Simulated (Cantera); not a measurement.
An adiabatic, constant-pressure homogeneous reactor starts with H₂ : O₂ : N₂ = 1 : 0.556 : 2.09 (molar parts), equivalence ratio 0.90, at 1298 K and 1.00 atm.

Cantera simulation using GRI-Mech 3.0 (53 species, 325 reactions); the numbers are that mechanism's predictions, not measurements.

**Question.** Predict: time of steepest temperature rise; temperature at 1.00 s; equilibrium temperature; x(H₂) at 1.00 s; x(O₂) at 1.00 s; x(H₂O₂) at 1.00 s; x(O) at 1.00 s; x(NO) at 1.00 s; x(H₂O) at 1.00 s; x(OH) at 1.00 s.

**Answer.** 
- time of steepest temperature rise = 27.8 µs
- temperature at 1.00 s = 2752 K
- equilibrium temperature = 2752 K
- x(H₂) at 1.00 s = 0.0316 (gas-phase equilibrium 0.0316)
- x(O₂) at 1.00 s = 0.0212 (gas-phase equilibrium 0.0212)
- x(H₂O₂) at 1.00 s = 4.33e-7 (gas-phase equilibrium 4.33e-7)
- x(O) at 1.00 s = 0.00652 (gas-phase equilibrium 0.00652)
- x(NO) at 1.00 s = 0.00985 (gas-phase equilibrium 0.00985)
- x(H₂O) at 1.00 s = 0.256 (gas-phase equilibrium 0.256)
- x(OH) at 1.00 s = 0.0266 (gas-phase equilibrium 0.0266)
